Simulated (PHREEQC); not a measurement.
## Buffer (model solution)

Dissolve 0.13 mmol/kgw HF and 1.8 mmol/kgw K2HPO4 at 20 °C. Closed to the air; pH follows from the charge balance.

Equilibrium calculation in PHREEQC: ion-association model, phreeqc.dat.

This is a speciation only: nothing precipitates in the calculation.

**Question.** What pH, ionic strength does the model give?

**Answer.** pH 8.22; ionic strength 0.00525 mol/kgw.

**Question.** In which forms is P present?

**Answer.** HPO4-2 92 %, H2PO4- 7.3 % of the P.
